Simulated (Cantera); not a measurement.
A perfectly stirred reactor is fed with H2 : O2 = 0.017 : 1 (molar parts), at 6.08 Torr; it is held at 1375 K, and followed from long to short residence time.

Computed with Cantera and the H2/O2 subset of GRI-Mech 3.0, which has no nitrogen chemistry. Radical loss at walls, strong at low pressure, is not modelled.

One state of this run: x H2 = 7.91e-5; x O2 = 0.975; x H2O = 0.0158; x H = 0.000300; x H2O2 = 9.83e-9. x: mole fraction; the columns are a selection and need not sum to one.

Task: Which value of τ (s) does it belong to?
A) 0.81
B) 28
C) 4.8
D) 0.14

Result: A, 0.81
